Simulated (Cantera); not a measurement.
An isothermal, constant-pressure homogeneous reactor starts with 57.8 % N2O, 42.2 % O2, at 1300 K and 1.01 bar.

Detailed kinetics in Cantera: GRI-Mech 3.0 (53 species, 325 reactions). GRI-Mech 3.0 was tuned for natural gas; its chemistry of N2O as a main component is partial and can be far from experiment. The mechanism lacks the step 2 NO + O2 → 2 NO2, which can matter for NO2 below about 1400 K. The temperature is held fixed by assumption; the heat of reaction is taken as removed at once.

x: mole fraction; the columns are a selection and need not sum to one.

| t (s) | x N2O | x O2 | x N2 | x O | x NO | x NO2 |
|---|---|---|---|---|---|---|
| 1.00e-6 | 0.578 | 0.422 | 1.03e-6 | 9.16e-7 | 1.89e-8 | <1e-12 |
| 5.09e-6 | 0.578 | 0.422 | 6.17e-6 | 3.60e-6 | 4.13e-7 | <1e-12 |
| 2.60e-5 | 0.578 | 0.422 | 4.11e-5 | 7.01e-6 | 5.47e-6 | 1.45e-10 |
| 0.000132 | 0.578 | 0.422 | 0.000234 | 7.22e-6 | 3.63e-5 | (withheld) |
| 0.000674 | 0.576 | 0.422 | 0.00121 | 7.22e-6 | 0.000193 | (withheld) |
| 0.00343 | 0.569 | 0.423 | 0.00616 | 7.19e-6 | 0.000983 | (withheld) |
| 0.0175 | 0.536 | 0.429 | 0.0301 | 7.04e-6 | 0.00477 | (withheld) |
| 0.0891 | 0.402 | 0.452 | 0.127 | 6.27e-6 | 0.0194 | (withheld) |
| 0.454 | 0.128 | 0.500 | 0.327 | 3.45e-6 | 0.0446 | (withheld) |
| 2.31 | 0.00319 | 0.526 | 0.421 | 2.49e-7 | 0.0491 | (withheld) |
| 11.8 | 6.80e-7 | 0.527 | 0.424 | 1.28e-7 | 0.0489 | 0.000843 |
| 60.0 | 6.77e-7 | 0.527 | 0.424 | 1.28e-7 | 0.0488 | 0.000841 |

Q: Complete the blanks.

A: 
- 0.000132, x NO2: 6.29e-9
- 0.000674, x NO2: 1.70e-7
- 0.00343, x NO2: 3.48e-6
- 0.0175, x NO2: 3.70e-5
- 0.0891, x NO2: 0.000181
- 0.454, x NO2: 0.000437
- 2.31, x NO2: 0.000689
